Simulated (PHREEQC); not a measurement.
Dissolve 25 mmol/kgw HF, 0.069 mmol/kgw KF and 0.5 mmol/kgw H2SO4 at 30 °C. Closed to the air; pH follows from the charge balance.

Computed with PHREEQC (ion-association model, wateq4f.dat).

This is a speciation only: nothing precipitates in the calculation.

Problem. What pH, ionic strength does the model give?

Solution. pH 2.40; ionic strength 0.00472 mol/kgw.

Problem. In which forms is S present?

Solution. SO4-2 74 %, HSO4- 26 % of the S.

Complexes and solids missing from the database can't appear. wateq4f.dat counts part of the HF as a dimer, H2F2, which phreeqc.dat doesn't know; its constant is uncertain.
